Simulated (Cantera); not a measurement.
A diamond (100) surface in a fixed gas of H2 with x(CH4) = 0.0034, x(H) = 0.00041, at 1375 K, 0.120 bar; coverages are run to steady state.

Computed with Cantera and the Harris–Goodwin 1993 mechanism for the reconstructed diamond (100) surface.

One state of this run: growth (µm/h) = 1.65; θ c6HH = 0.490; θ c6H* = 0.0467; θ c6*H = 0.443; θ c6** = 0.0163; θ c6HM = 0.000319. θ: site fractions in the mechanism's names (c6HH fully hydrogenated, c6H* and c6*H radical sites, c6** diradical, c6HM methylated).

### Question
Which value of x(CH3) does it belong to?
(A) 3e-05
(B) 1.3e-05
(C) 0.00039
(D) 5.5e-06

### Answer
C, 0.00039
